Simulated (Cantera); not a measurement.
An isothermal, constant-pressure homogeneous reactor starts with H₂ : O₂ = 0.44 : 1 (molar parts), at 1373 K and 1330 Pa.

Computed with Cantera and the H2/O2 subset of GRI-Mech 3.0, which has no nitrogen chemistry. Radical loss at walls, strong at low pressure, is not modelled. The temperature is held fixed by assumption; the heat of reaction is taken as removed at once.

x: mole fraction; the columns are a selection and need not sum to one.

```csv
t (s),x H₂,x O₂,x HO₂,x H,x H₂O₂,x H₂O,x O
6.00e-6,0.306,0.694,2.03e-8,1.90e-8,5.73e-12,4.12e-10,1.75e-9
1.95e-5,0.306,0.694,6.61e-8,6.21e-8,6.05e-11,1.11e-8,1.52e-8
6.36e-5,0.306,0.694,…,…,6.32e-10,…,…
0.000207,0.306,0.694,…,…,…,…,…
0.000674,0.0300,0.534,6.47e-6,0.113,3.57e-7,0.208,0.0915
0.00219,0.0200,0.534,6.79e-6,0.0989,3.22e-7,0.231,0.0948
0.00714,0.0163,0.562,7.61e-6,0.0641,3.76e-7,0.268,0.0699
0.0232,0.00647,0.612,7.82e-6,0.0135,3.85e-7,0.331,0.0245
0.0756,0.000698,0.636,3.11e-6,0.000452,1.64e-7,0.357,0.00255
0.246,6.73e-5,0.639,5.22e-7,1.35e-5,4.54e-8,0.360,0.000246
0.802,1.05e-5,0.639,1.29e-7,8.44e-7,1.34e-8,0.360,3.87e-5
2.61,2.47e-6,0.639,9.20e-8,9.63e-8,4.84e-9,0.361,9.10e-6
8.49,1.21e-6,0.639,1.06e-7,3.33e-8,3.17e-9,0.361,4.48e-6
27.6,1.16e-6,0.639,1.07e-7,3.13e-8,3.10e-9,0.361,4.30e-6
90.0,1.16e-6,0.639,1.07e-7,3.13e-8,3.10e-9,0.361,4.30e-6
```

Problem. Complete the blanks.

Solution. 
- 6.36e-5, x HO₂: 2.15e-7
- 6.36e-5, x H: 3.59e-7
- 6.36e-5, x H₂O: 2.94e-7
- 6.36e-5, x O: 1.51e-7
- 0.000207, x HO₂: 7.16e-7
- 0.000207, x H: 2.48e-5
- 0.000207, x H₂O₂: 6.45e-9
- 0.000207, x H₂O: 3.57e-5
- 0.000207, x O: 1.16e-5
